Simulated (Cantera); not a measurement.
## Pyrogenic steam for wet oxidation

An isothermal, constant-pressure homogeneous reactor starts with 1.91 % H2, 4.90 % O2, 93.2 % N2, equivalence ratio 0.20, at 1323 K and 37000 Pa.

Cantera simulation using the H2/O2 subset of GRI-Mech 3.0, which has no nitrogen chemistry; the numbers are that mechanism's predictions, not measurements.

| t (s) | x H2 | x O2 | x OH | x H | x H2O | x HO2 | x O |
|---|---|---|---|---|---|---|---|
| 1.00e-5 | 0.0191 | 0.0490 | 3.34e-10 | 1.79e-9 | 2.39e-10 | 1.98e-9 | 3.99e-10 |
| 3.88e-5 | 0.0191 | 0.0490 | 3.86e-9 | 1.19e-8 | 9.89e-9 | 7.94e-9 | 5.34e-9 |
| 0.000151 | 0.0191 | 0.0490 | 7.24e-7 | 2.04e-6 | 3.13e-6 | 1.16e-7 | 1.03e-6 |
| 0.000584 | 0.00112 | 0.0387 | 0.00114 | 0.00452 | 0.0152 | 4.36e-6 | 0.00466 |
| 0.00227 | 0.000254 | 0.0394 | 0.000529 | 0.000418 | 0.0186 | 3.31e-6 | 0.000949 |
| 0.00879 | 1.81e-5 | 0.0398 | 0.000139 | 7.57e-6 | 0.0192 | 8.37e-7 | 6.62e-5 |
| 0.0341 | 1.54e-6 | 0.0398 | 4.22e-5 | 2.07e-7 | 0.0193 | 1.07e-7 | 6.01e-6 |
| 0.132 | 2.32e-7 | 0.0399 | 1.69e-5 | 1.32e-8 | 0.0193 | 1.85e-8 | 9.61e-7 |
| 0.514 | 5.21e-8 | 0.0399 | 8.10e-6 | 1.48e-9 | 0.0193 | 5.96e-9 | 2.22e-7 |
| 1.99 | 2.23e-8 | 0.0399 | 5.29e-6 | 4.22e-10 | 0.0193 | 4.60e-9 | 9.48e-8 |
| 7.73 | 2.08e-8 | 0.0399 | 5.09e-6 | 3.78e-10 | 0.0193 | 4.57e-9 | 8.79e-8 |
| 30.0 | 2.08e-8 | 0.0399 | 5.09e-6 | 3.78e-10 | 0.0193 | 4.57e-9 | 8.79e-8 |
x: mole fraction; the columns are a selection and need not sum to one.

Equilibrium at this temperature and pressure: H2 2.08e-8, O2 0.0399, OH 5.09e-6, H 3.78e-10, H2O 0.0193, HO2 4.57e-9, O 8.79e-8 (gas phase only).
